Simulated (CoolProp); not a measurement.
Properties of oxygen along the isotherm -111.15 °C (Tc = -118.6 °C, pc = 50.46 bar, ω = 0.022).

Model: reference Helmholtz-energy equation of state, Schmidt 1985, in CoolProp.

```csv
p (bar),phase,density (kg/m³),Joule-Thomson coefficient (K/MPa),isothermal compressibility (1/MPa),viscosity (µPa s),conductivity (mW/(m K))
50.5,supercritical,198.4,7.335,0.4025,15.3,25.5
101,supercritical,694.6,?,0.03707,45.7,64.3
151,supercritical,779.3,?,0.01530,56.3,74.5
202,supercritical,828.7,0.1146,0.009700,64.1,82.3
252,supercritical,863.9,-0.01739,0.007193,70.7,?
303,supercritical,892.6,-0.1049,?,76.8,94.9
353,supercritical,916.2,-0.1657,0.004774,82.4,100
404,supercritical,937.0,-0.2120,0.004094,87.8,105
454,supercritical,955.2,?,0.003596,92.9,110
505,supercritical,971.8,-0.2758,0.003202,97.9,115
```

Task: Fill in the missing entries.

Result: 
- 101, Joule-Thomson coefficient (K/MPa): 0.9644
- 151, Joule-Thomson coefficient (K/MPa): 0.3558
- 252, conductivity (mW/(m K)): 88.9
- 303, isothermal compressibility (1/MPa): 0.005718
- 454, Joule-Thomson coefficient (K/MPa): -0.2472

Viscosity comes from a separate model (Lemmon 2004). Thermal conductivity comes from a separate model (Lemmon 2004).
